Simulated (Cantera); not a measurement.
A perfectly stirred reactor is fed with 5.46 % CH4, 1.91 % H2, 19.5 % O2, 73.1 % N2, at 10.0 bar; it is adiabatic with a 700 K inlet, and is followed from long to short residence time, starting on the burning branch (τ in s: 0.31, 0.15, 0.07, 0.033, 0.016, 0.0075, 0.0036, 0.0017, 0.0008, 0.00038, 0.00018, 8.6e-05).

Computed with Cantera and GRI-Mech 3.0 (53 species, 325 reactions).

Problem. Predict: blow-out, bracketed by the residence times tried; x(CH4) at τ = 0.310 s; x(H2) at τ = 0.310 s; x(O2) at τ = 0.310 s; x(CO) at τ = 0.310 s; x(NO) at τ = 0.310 s; x(CH4) at τ = 3.60 ms; x(H2) at τ = 3.60 ms; x(O2) at τ = 3.60 ms; x(CO) at τ = 3.60 ms; x(NO) at τ = 3.60 ms.

Solution. 
```json
{
 "blow_out_bracketed_by_the_residence_times_tried": "burning at 86.0 µs, the shortest tried",
 "x(CH4) at τ = 0.310 s": "3.42e-7",
 "x(H2) at τ = 0.310 s": "4.90e-5",
 "x(O2) at τ = 0.310 s": "0.0760",
 "x(CO) at τ = 0.310 s": "0.000101",
 "x(NO) at τ = 0.310 s": "0.00118",
 "x(CH4) at τ = 3.60 ms": "2.08e-5",
 "x(H2) at τ = 3.60 ms": "0.000121",
 "x(O2) at τ = 3.60 ms": "0.0768",
 "x(CO) at τ = 3.60 ms": "0.000512",
 "x(NO) at τ = 3.60 ms": "4.08e-5"
}
```
